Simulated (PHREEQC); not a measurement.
Consider water at 25 °C with 0.001 mol/kgw Ag2SO4, 0.75 mol/kgw HF and 0.0014 mol/kgw Cu(NO3)2. Closed to the air; pH follows from the charge balance.

All values are PHREEQC results (ion-association model, wateq4f.dat), not measurements.

Precipitation was switched off in this run.

Problem. Estimate the pH, ionic strength.

Solution. pH 1.69; ionic strength 0.0294 mol/kgw.

Problem. In which forms is S present?

Solution. HSO4- 53 %, SO4-2 43 %, CuSO4 3.1 %, AgSO4- 0.9 % of the S.

wateq4f.dat counts part of the HF as a dimer, H2F2, which phreeqc.dat doesn't know; its constant is uncertain.
